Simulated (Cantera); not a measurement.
**Pyrogenic steam for wet oxidation**

An isothermal, constant-pressure homogeneous reactor starts with 11.0 % H2, 14.3 % O2, 74.6 % N2, equivalence ratio 0.39, at 1000 K and 1.00 bar.

Detailed kinetics in Cantera: GRI-Mech 3.0 (53 species, 325 reactions). The temperature is held fixed by assumption; the heat of reaction is taken as removed at once.

```json
[
 {"t (s)": "6.00e-6", "x H2": "0.110", "x O2": "0.143", "x HO2": "8.80e-11", "x O": "9.16e-12", "x N2O": "<1e-12"},
 {"t (s)": "1.79e-5", "x H2": "0.110", "x O2": "0.143", "x HO2": "3.81e-10", "x O": "4.66e-11", "x N2O": "<1e-12"},
 {"t (s)": "5.35e-5", "x H2": "0.110", "x O2": "0.143", "x HO2": "3.20e-9", "x O": "3.48e-10", "x N2O": "<1e-12"},
 {"t (s)": "0.000160", "x H2": "0.110", "x O2": "0.143", "x HO2": "2.49e-7", "x O": "2.44e-8", "x N2O": "<1e-12"},
 {"t (s)": "0.000476", "x H2": "0.0434", "x O2": "0.113", "x HO2": "0.000113", "x O": "0.000479", "x N2O": "9.02e-9"},
 {"t (s)": "0.00142", "x H2": "0.0222", "x O2": "0.103", "x HO2": "6.20e-5", "x O": "1.07e-6", "x N2O": "1.55e-8"},
 {"t (s)": "0.00424", "x H2": "0.0213", "x O2": "0.103", "x HO2": "5.76e-5", "x O": "1.27e-6", "x N2O": "1.59e-8"},
 {"t (s)": "0.0127", "x H2": "0.0177", "x O2": "0.101", "x HO2": "6.04e-5", "x O": "1.56e-6", "x N2O": "1.79e-8"},
 {"t (s)": "0.0378", "x H2": "0.00988", "x O2": "0.0978", "x HO2": "4.67e-5", "x O": "1.19e-6", "x N2O": "2.34e-8"},
 {"t (s)": "0.113", "x H2": "0.00269", "x O2": "0.0946", "x HO2": "2.22e-5", "x O": "5.57e-7", "x N2O": "3.35e-8"},
 {"t (s)": "0.337", "x H2": "0.000397", "x O2": "0.0936", "x HO2": "5.51e-6", "x O": "8.38e-8", "x N2O": "4.23e-8"},
 {"t (s)": "1.01", "x H2": "6.59e-5", "x O2": "0.0934", "x HO2": "1.18e-6", "x O": "5.91e-9", "x N2O": "4.50e-8"},
 {"t (s)": "3.00", "x H2": "1.26e-5", "x O2": "0.0934", "x HO2": "2.75e-7", "x O": "4.76e-10", "x N2O": "4.53e-8"}
]
```
x: mole fraction; the columns are a selection and need not sum to one.

Equilibrium at this temperature and pressure: H2 3.37e-11, O2 0.0934, HO2 5.48e-10, O 4.84e-11, N2O 1.73e-9 (gas phase only).
